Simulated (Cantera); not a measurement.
Feed: 1 mol MgCl2, 0.12 mol O2, 0.43 mol H2, held at 1123.15 K and 10.0 mbar.

Cantera equilibrium calculation (NASA polynomials, part measured and part estimated; ideal gas, pure solids and liquids). Mutual solubility and eutectic melting of coexisting phases are not modelled. The numbers say what is thermodynamically allowed, not how fast it happens.

```tsv
species	before	after
HCl	0.548	0.700
H2	0.217	0.284
H2O	0.000160	0.00836
MgCl2	0.235	0.00734
MgCl2(l), mol	0.555	0.761
MgO(s), mol	0.240	0.234
```
Gas species are given as mole fractions.

### Question
What was changed between the two runs?
A. pressure from 10.0 mbar to 0.320 bar
B. pressure from 10.0 mbar to 1.33 mbar
C. temperature from 1123.15 K to 1475 K
D. temperature from 1123.15 K to 1973.15 K

### Answer
A, pressure from 10.0 mbar to 0.320 bar
